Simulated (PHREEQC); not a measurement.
**Buffer: an equilibrium model**

Dissolve 0.22 mol/kgw KHCO3 and 0.01 mol/kgw NaF at 10 °C. Closed to the air; pH follows from the charge balance.

All values are PHREEQC results (ion-association model, wateq4f.dat), not measurements.

Precipitation was switched off in this run.

Task: What pH does the model give?

Result: pH 8.20.

Task: In which forms is Na present?

Result: Na+ 93 %, NaHCO3 5.8 %, NaCO3- 0.6 % of the Na.

Species that the database lacks are ignored. Constants without temperature data keep their 25 °C values here.
